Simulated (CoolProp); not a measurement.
Ethylene at several states: density (kg/m³) from the reference equation and from simpler models built on Tc = 282.4 K, pc = 5042 kPa, ω = 0.087; each cubic takes its own stable root.

The numbers come from the reference Helmholtz-energy equation of state, Smukala 2000 in CoolProp.

```tsv
T (K)	p (kPa)	phase	reference
217.1	3330	liquid	497.5
201.9	263	gas	4.631
425.6	1200	gas	9.712
287.6	26500	supercritical	439.6
161	211	liquid	579.6
```

Task: How far does each simpler model (van der Waals, Redlich-Kwong, Soave-Redlich-Kwong, Peng-Robinson) lie from the reference over these 5 states: mean and median of the absolute difference, and the worst?

Result: 
- van der Waals: mean 31.9 %, median 24.4 %, worst -99.2 % at 161 K and 211 kPa
- Redlich-Kwong: mean 2.8 %, median 3.5 %, worst -6.0 % at 217.1 K and 3330 kPa
- Soave-Redlich-Kwong: mean 2.6 %, median 3.5 %, worst -5.1 % at 217.1 K and 3330 kPa
- Peng-Robinson: mean 4.7 %, median 6.8 %, worst +8.9 % at 161 K and 211 kPa

At some of these states van der Waals gives the other phase, because its saturation line lies elsewhere.
